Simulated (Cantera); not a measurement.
**Adiabatic ignition**

An adiabatic, constant-pressure homogeneous reactor starts with CH4 : O2 : N2 = 1 : 2.22 : 19 (molar parts), equivalence ratio 0.90, at 1500 K and 0.480 bar.

Model: GRI-Mech 3.0 (53 species, 325 reactions), integrated in Cantera.

| t (s) | T (K) | x CH4 | x O2 | x CH3 | x OH | x CO | x C2H2 | x H |
|---|---|---|---|---|---|---|---|---|
| 1.00e-6 | 1500 | 0.0450 | 0.0999 | 1.67e-8 | 6.13e-10 | <1e-12 | <1e-12 | 4.72e-9 |
| 4.59e-6 | 1500 | 0.0450 | 0.0999 | 9.52e-8 | 4.74e-9 | <1e-12 | <1e-12 | 9.27e-9 |
| 2.10e-5 | 1500 | 0.0450 | 0.0999 | 5.39e-7 | 8.19e-9 | 8.39e-12 | <1e-12 | 1.02e-8 |
| 9.65e-5 | 1500 | 0.0450 | 0.0999 | 2.90e-6 | 1.74e-8 | 6.26e-10 | <1e-12 | 1.30e-8 |
| 0.000443 | 1500 | 0.0450 | 0.0999 | 2.06e-5 | 8.12e-8 | 1.03e-7 | 5.43e-11 | 3.50e-8 |
| 0.00203 | 1502 | 0.0441 | 0.0994 | 0.000212 | 1.14e-6 | 7.80e-5 | 2.03e-7 | 7.31e-7 |
| 0.00932 | 2306 | <1e-12 | 0.0143 | <1e-12 | 0.00555 | 0.00923 | <1e-12 | 0.00158 |
| 0.0428 | 2338 | <1e-12 | 0.0126 | <1e-12 | 0.00460 | 0.00716 | <1e-12 | 0.000906 |
| 0.196 | 2334 | <1e-12 | 0.0116 | <1e-12 | 0.00443 | 0.00723 | <1e-12 | 0.000892 |
| 0.900 | 2333 | <1e-12 | 0.0115 | <1e-12 | 0.00441 | 0.00724 | <1e-12 | 0.000890 |
x: mole fraction; the columns are a selection and need not sum to one.

```json
{
  "time_of_steepest_temperature_rise": "3.90 ms",
  "temperature at 0.900 s": "2333 K",
  "equilibrium_temperature": "2333 K",
  "x(CH4) at 0.900 s": "<1e-12 (gas-phase equilibrium <1e-12)",
  "x(O2) at 0.900 s": "0.0115 (gas-phase equilibrium 0.0115)",
  "x(CH3) at 0.900 s": "<1e-12 (gas-phase equilibrium <1e-12)"
}
```
